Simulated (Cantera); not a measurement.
Feed: 1 mol Hg, 0.28 mol H2, at 1598 K and 188 Torr.

Equilibrium computed with Cantera from the NASA thermochemical tables; the gas is ideal and each condensed phase is pure. Candidate condensed phases: Hg; 3 gas species. Equilibrium is a limit: real reactors are often held back by kinetics, nucleation or transport.

What is the equilibrium state?


```json
{
  "x(Hg)": "0.781",
  "x(H2)": "0.219",
  "x(H)": "4.98e-5",
  "gas_amount": "1.280 mol",
  "log10 activity of Hg(l) (absent)": "-3.56"
}
```
